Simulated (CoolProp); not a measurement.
Values from CoolProp's reference Helmholtz-energy equation of state, de Reuck 1993.

Question: For methanol, give the phase and the conductivity (mW/(m K)), Prandtl number at 325.1 K and 101 kPa; 373.4 K and 101 kPa.

Answer: 
- 325.1 K and 101 kPa: liquid; conductivity 195, Prandtl number 5.29
- 373.4 K and 101 kPa: gas; conductivity 22.6, Prandtl number 0.917

Viscosity comes from a separate model (Xiang 2006). Thermal conductivity comes from a separate model (Sykioti 2013).
